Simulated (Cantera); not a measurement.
Input (Python, Cantera) and output of one run.

```python
import numpy as np
import cantera as ct

gas_names = """
    H H2 N NH NH2 NH3 N2 N2H2 N2H4 Si SiH SiH2 SiH3 SiH4 SiN Si2 Si2N Si3
""".split()
cond_names = """
    Si(cr) Si(L) Si3N4(a)
""".split()


def load(file, names, dense=False):
    # The tables refer to 1 bar. Condensed volumes are neglected.
    table = {s.name: s for s in ct.Species.list_from_file(file)}
    out = []
    for n in names:
        d = dict(table[n].input_data)
        d["thermo"] = dict(d["thermo"], **{"reference-pressure": 1e5})
        if dense:
            d["equation-of-state"] = {"model": "constant-volume", "density": "1e6 g/cm^3"}
        out.append(ct.Species.from_dict(d))
    return out


gas = ct.Solution(thermo="ideal-gas", species=load("nasa_gas.yaml", gas_names))
cond = {s.name: ct.Solution(thermo="fixed-stoichiometry", species=[s], name=s.name)
        for s in load("nasa_condensed.yaml", cond_names, dense=True)}
atoms = {
    'SiH4': {'Si': 1, 'H': 4},
    'N2': {'N': 2},
}
top_T = {'Si3N4(a)': 2400}  # K; cautious upper limits of use, not melting points


def equilibrate(T, P, feed):
    n = {}
    for name, mol in feed.items():
        for a, k in atoms[name].items():
            n[a] = n.get(a, 0.0) + k * mol
    gas.TPX = T, P, n
    mass = sum(n.values()) * gas.mean_molecular_weight
    gas.equilibrate("TP")
    valid = [c for c in cond.values() if c.min_temp <= T <= top_T.get(c.name, c.max_temp)]
    mix = ct.Mixture([(gas, mass / gas.mean_molecular_weight)] + [(c, 0.0) for c in valid])
    mix.T, mix.P = T, P
    mix.equilibrate("TP", solver="vcs", rtol=1e-11, max_steps=5000)
    return mix


results = []
feed = {'SiH4': 1, 'N2': 33}  # mol
for P in [5, 21, 85, 350, 1400, 5900, 24000, 100000]:
    for T in [1125, 1200, 1275, 1350, 1425, 1500, 1575, 1650, 1725, 1800, 1875]:
        mix = equilibrate(T, P, feed)
        results.append((T, P, feed, dict(zip(mix.species_names, mix.species_moles))))

for T, P, feed, n in results:
    print(f"{T:7g} {P:10.4g}  " + (" + ".join(c for c in cond_names if n.get(c, 0) > 1e-12) or "gas only"))
```

It prints:

```
   1125          5  Si3N4(a)
   1200          5  Si3N4(a)
   1275          5  Si3N4(a)
   1350          5  Si3N4(a)
   1425          5  Si3N4(a)
   1500          5  Si(cr)
   1575          5  Si(cr)
   1650          5  Si(cr)
   1725          5  Si(L)
   1800          5  gas only
   1875          5  gas only
   1125         21  Si3N4(a)
   1200         21  Si3N4(a)
   1275         21  Si3N4(a)
   1350         21  Si3N4(a)
   1425         21  Si3N4(a)
   1500         21  Si3N4(a)
   1575         21  Si3N4(a)
   1650         21  Si(cr)
   1725         21  Si(L)
   1800         21  Si(L)
   1875         21  gas only
   1125         85  Si3N4(a)
   1200         85  Si3N4(a)
   1275         85  Si3N4(a)
   1350         85  Si3N4(a)
   1425         85  Si3N4(a)
   1500         85  Si3N4(a)
   1575         85  Si3N4(a)
   1650         85  Si3N4(a)
   1725         85  Si(L)
   1800         85  Si(L)
   1875         85  Si(L)
   1125        350  Si3N4(a)
   1200        350  Si3N4(a)
   1275        350  Si3N4(a)
   1350        350  Si3N4(a)
   1425        350  Si3N4(a)
   1500        350  Si3N4(a)
   1575        350  Si3N4(a)
   1650        350  Si3N4(a)
   1725        350  Si3N4(a)
   1800        350  Si(L)
   1875        350  Si(L)
   1125       1400  Si3N4(a)
   1200       1400  Si3N4(a)
   1275       1400  Si3N4(a)
   1350       1400  Si3N4(a)
   1425       1400  Si3N4(a)
   1500       1400  Si3N4(a)
   1575       1400  Si3N4(a)
   1650       1400  Si3N4(a)
   1725       1400  Si3N4(a)
   1800       1400  Si3N4(a)
   1875       1400  Si(L)
   1125       5900  Si3N4(a)
   1200       5900  Si3N4(a)
   1275       5900  Si3N4(a)
   1350       5900  Si3N4(a)
   1425       5900  Si3N4(a)
   1500       5900  Si3N4(a)
   1575       5900  Si3N4(a)
   1650       5900  Si3N4(a)
   1725       5900  Si3N4(a)
   1800       5900  Si3N4(a)
   1875       5900  Si3N4(a)
   1125    2.4e+04  Si3N4(a)
   1200    2.4e+04  Si3N4(a)
   1275    2.4e+04  Si3N4(a)
   1350    2.4e+04  Si3N4(a)
   1425    2.4e+04  Si3N4(a)
   1500    2.4e+04  Si3N4(a)
   1575    2.4e+04  Si3N4(a)
   1650    2.4e+04  Si3N4(a)
   1725    2.4e+04  Si3N4(a)
   1800    2.4e+04  Si3N4(a)
   1875    2.4e+04  Si3N4(a)
   1125      1e+05  Si3N4(a)
   1200      1e+05  Si3N4(a)
   1275      1e+05  Si3N4(a)
   1350      1e+05  Si3N4(a)
   1425      1e+05  Si3N4(a)
   1500      1e+05  Si3N4(a)
   1575      1e+05  Si3N4(a)
   1650      1e+05  Si3N4(a)
   1725      1e+05  Si3N4(a)
   1800      1e+05  Si3N4(a)
   1875      1e+05  Si3N4(a)
```

Equilibrium computed with Cantera from the NASA thermochemical tables; the gas is ideal and each condensed phase is pure. N2 is the only nitrogen source here; it is nearly inert below about 1500 K, so the nitride shown seldom forms there in practice.
